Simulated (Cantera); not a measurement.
## Silicon carbide growth: SiH₂Cl₂ + C₃H₈ + H₂ + C₂H₂

Charge: 1 mol SiH₂Cl₂, 0.011 mol C₃H₈, 3.3 mol H₂, 0.011 mol C₂H₂, held at 0.00520 bar.

These are equilibrium values from Cantera (NASA tables, ideal gas, pure condensed phases), not measurements of a reactor. Candidate condensed phases: C, C₆H₆, C₇H₈, C₈H₁₈, Si, SiC; 109 gas species. Mutual solubility and eutectic melting of coexisting phases are not modelled. The tables' values for SiCl₃, SiCl are old estimates; treat these amounts as uncertain. Gases not in the tables: Si₂H₆ and higher silanes. Kinetics and transport are ignored.

From 1250 K to 1650 K the condensed part is Si(s) + SiC(s). From 1750 K to 2150 K the condensed part is Si(l) + SiC(s). The main Si-bearing gas is SiCl₂ throughout. The share of Si in condensed phases is highest at 1250 K (49.5 %) and lowest at 2150 K (17.4 %).

```
T (K)  log p H₂  log p HCl  log p SiCl₂  log p H  log p Si  log p SiCl₄  log p SiCl₃  log p SiCl  n Si(s)  n SiC(s)  n Si(l)
-----  --------  ---------  -----------  -------  --------  -----------  -----------  ----------  -------  --------  -------
1250      -2.40      -3.14        -3.48    -7.52    -11.08        -4.03        -4.19       -9.05    0.440    0.0550        0
1350      -2.41      -3.10        -3.33    -6.83     -9.70        -4.69        -4.36       -8.11    0.399    0.0550        0
1450      -2.42      -3.09        -3.28    -6.23     -8.51        -5.41        -4.62       -7.34    0.377    0.0550        0
1550      -2.42      -3.10        -3.26    -5.71     -7.48        -6.07        -4.89       -6.68    0.363    0.0550        0
1650      -2.42      -3.11        -3.25    -5.25     -6.57        -6.67        -5.13       -6.11    0.352    0.0550        0
1750      -2.42      -3.10        -3.25    -4.84     -5.82        -7.17        -5.34       -5.64        0    0.0550    0.359
1850      -2.42      -3.08        -3.27    -4.48     -5.19        -7.61        -5.52       -5.24        0    0.0549    0.373
1950      -2.43      -3.06        -3.29    -4.16     -4.62        -8.01        -5.70       -4.89        0    0.0544    0.369
2050      -2.45      -3.06        -3.32    -3.87     -4.11        -8.40        -5.87       -4.58        0    0.0522    0.317
2150      -2.48      -3.08        -3.37    -3.61     -3.65        -8.78        -6.06       -4.31        0    0.0422    0.131
```
log p: log10 of the partial pressure in bar; n: condensed amount in mol.
